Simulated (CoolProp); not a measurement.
R1224YDZ at several states: fugacity coefficient from the reference equation and from simpler models built on Tc = 155.5 °C, pc = 3.334 MPa, ω = 0.325; each cubic takes its own stable root.

Values from CoolProp's reference Helmholtz-energy equation of state, Akasaka 2023.

```
T (°C)  p (MPa)   phase  reference  van der Waals  Redlich-Kwong  Soave-Redlich-Kwong  Peng-Robinson
------  -------  ------  ---------  -------------  -------------  -------------------  -------------
-21.45     1.65  liquid    0.01255         0.1600        0.03502              0.01277        0.01305
181.15    0.561     gas     0.9530         0.9568         0.9520               0.9538         0.9481
194.65     1.38     gas     0.8971         0.9017         0.8933               0.8995         0.8870
```
